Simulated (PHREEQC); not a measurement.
# Alkaline etch or developer: speciation

Dissolve 0.29 mol NH3, 0.0032 mol H3BO3 and 0.0088 mol (CH3)4NCl per kg of water at 25 °C. Closed to the air; pH follows from the charge balance.

The numbers come from PHREEQC with the ion-association model, wateq4f.dat.

Each row changes one thing in this solution. Precipitation was switched off in this run.

```csv
case,pH,ionic strength (mol/kgw),H2BO3- (mol/kgw),H3BO3 (mol/kgw)
as made,11.09,0.0134,0.00316,3.91e-5
NH3 left out,5.86,0.00880,1.49e-6,0.00320
temperature from 25 to 60 °C,10.15,0.0133,0.00301,0.000185
temperature from 25 to 55 °C,10.27,0.0133,0.00305,0.000153
H3BO3 replaced by NaBF4 at the same molality,10.63,0.0252,0.00309,0.000106
diluted 2-fold with water,11.01,0.00709,0.00158,2.45e-5
NH3 from 0.29 to 0.145 mol/kgw,10.85,0.0127,0.00313,6.80e-5
```

(CH3)4N+ isn't in the database: it is added as a free cation with an ion size of 4 Å. Away from 25 °C the constants follow the database's enthalpies or fits; those with neither stay at their 25 °C values. Real BF4- forms and hydrolyses slowly; the run takes it at equilibrium.
